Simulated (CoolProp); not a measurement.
Ethylene along the isobar 38 bar: fugacity coefficient from the reference equation and from simpler models built on Tc = 9.2 °C, pc = 50.42 bar, ω = 0.087; each cubic takes its own stable root.

Model: reference Helmholtz-energy equation of state, Smukala 2000, in CoolProp.

| T (°C) | phase | reference |
|---|---|---|
| -49.55 | liquid | 0.2637 |
| -26.95 | liquid | 0.4600 |
| -4.25 | liquid | 0.6994 |
| 18.35 | gas | 0.7764 |
| 41.05 | gas | 0.8244 |
| 63.65 | gas | 0.8596 |
| 86.25 | gas | 0.8867 |
| 108.95 | gas | 0.9080 |
| 131.55 | gas | 0.9250 |
| 154.25 | gas | 0.9387 |
| 176.85 | gas | 0.9498 |

How far does each simpler model (van der Waals, Redlich-Kwong, Soave-Redlich-Kwong, Peng-Robinson) lie from the reference over these 11 states: mean and median of the absolute difference, and the worst?


- van der Waals: mean 10.0 %, median 1.4 %, worst +63.6 % at -49.55 °C and 38 bar
- Redlich-Kwong: mean 1.7 %, median 0.7 %, worst +7.1 % at -49.55 °C and 38 bar
- Soave-Redlich-Kwong: mean 0.5 %, median 0.4 %, worst +1.7 % at -49.55 °C and 38 bar
- Peng-Robinson: mean 1.8 %, median 1.7 %, worst -2.7 % at 18.35 °C and 38 bar

At some of these states van der Waals, Redlich-Kwong gives the other phase, because its saturation line lies elsewhere.
